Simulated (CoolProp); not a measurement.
Carbonyl sulfide at several states: Z from the reference equation and from simpler models built on Tc = 378.8 K, pc = 6.369 MPa, ω = 0.098; each cubic takes its own stable root.

Computed with CoolProp (reference Helmholtz-energy equation of state, Lemmon 2006). It is a short technical equation, of lower accuracy than the large ones.

| T (K) | p (MPa) | phase | reference |
|---|---|---|---|
| 311.8 | 0.0197 | gas | 0.9981 |
| 514.1 | 10.3 | supercritical | 0.7984 |
| 500.5 | 35.8 | supercritical | 0.7866 |
| 149.7 | 0.167 | liquid | 0.006095 |

### Question
How far does each simpler model (van der Waals, Redlich-Kwong, Soave-Redlich-Kwong) lie from the reference over these 4 states: mean and median of the absolute difference, and the worst?

### Answer
- van der Waals: mean 19.7 %, median 10.6 %, worst +57.3 % at 149.7 K and 0.167 MPa
- Redlich-Kwong: mean 2.6 %, median 2.3 %, worst +5.6 % at 149.7 K and 0.167 MPa
- Soave-Redlich-Kwong: mean 4.0 %, median 4.3 %, worst +7.3 % at 500.5 K and 35.8 MPa
